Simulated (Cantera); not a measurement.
An adiabatic, constant-pressure homogeneous reactor starts with CO : H2 : O2 : N2 = 1 : 0.069 : 0.775 : 2.91 (molar parts), at 1350 K and 0.890 bar. Integrator tolerance rtol = 1e-08.

Detailed kinetics in Cantera: GRI-Mech 3.0 (53 species, 325 reactions).

**Question.** What does this change do: pressure from 0.890 bar to 1.00 bar?

**Answer.** 
| quantity | before | after |
|---|---|---|
| time of steepest temperature rise | 76.9 µs | 68.5 µs |
| temperature at 0.300 s | 2608 K | 2615 K |
| equilibrium temperature | 2608 K | 2615 K |
| x(CO) at 0.300 s | 0.0476 (gas-phase equilibrium 0.0476) | 0.0468 (gas-phase equilibrium 0.0468) |
| x(H2) at 0.300 s | 0.000491 (gas-phase equilibrium 0.000491) | 0.000481 (gas-phase equilibrium 0.000481) |
| x(O2) at 0.300 s | 0.0677 (gas-phase equilibrium 0.0677) | 0.0674 (gas-phase equilibrium 0.0674) |
| x(HO2) at 0.300 s | 2.71e-6 (gas-phase equilibrium 2.71e-6) | 2.84e-6 (gas-phase equilibrium 2.84e-6) |
| x(OH) at 0.300 s | 0.00543 (gas-phase equilibrium 0.00543) | 0.00538 (gas-phase equilibrium 0.00538) |

**Question.** What does this change do: pressure from 0.890 bar to 0.410 bar?

**Answer.** 
| quantity | before | after |
|---|---|---|
| time of steepest temperature rise | 76.9 µs | 0.163 ms |
| temperature at 0.300 s | 2608 K | 2561 K |
| equilibrium temperature | 2608 K | 2561 K |
| x(CO) at 0.300 s | 0.0476 (gas-phase equilibrium 0.0476) | 0.0529 (gas-phase equilibrium 0.0529) |
| x(H2) at 0.300 s | 0.000491 (gas-phase equilibrium 0.000491) | 0.000557 (gas-phase equilibrium 0.000557) |
| x(O2) at 0.300 s | 0.0677 (gas-phase equilibrium 0.0677) | 0.0699 (gas-phase equilibrium 0.0699) |
| x(HO2) at 0.300 s | 2.71e-6 (gas-phase equilibrium 2.71e-6) | 2.01e-6 (gas-phase equilibrium 2.01e-6) |
| x(OH) at 0.300 s | 0.00543 (gas-phase equilibrium 0.00543) | 0.00569 (gas-phase equilibrium 0.00569) |

**Question.** What does this change do: pressure from 0.890 bar to 0.210 bar?

**Answer.** 
```csv
quantity,before,after
time of steepest temperature rise,76.9 µs,0.305 ms
temperature at 0.300 s,2608 K,2520 K
equilibrium temperature,2608 K,2520 K
x(CO) at 0.300 s,0.0476 (gas-phase equilibrium 0.0476),0.0573 (gas-phase equilibrium 0.0573)
x(H2) at 0.300 s,0.000491 (gas-phase equilibrium 0.000491),0.000614 (gas-phase equilibrium 0.000614)
x(O2) at 0.300 s,0.0677 (gas-phase equilibrium 0.0677),0.0717 (gas-phase equilibrium 0.0717)
x(HO2) at 0.300 s,2.71e-6 (gas-phase equilibrium 2.71e-6),1.54e-6 (gas-phase equilibrium 1.54e-6)
x(OH) at 0.300 s,0.00543 (gas-phase equilibrium 0.00543),0.00589 (gas-phase equilibrium 0.00589)
```
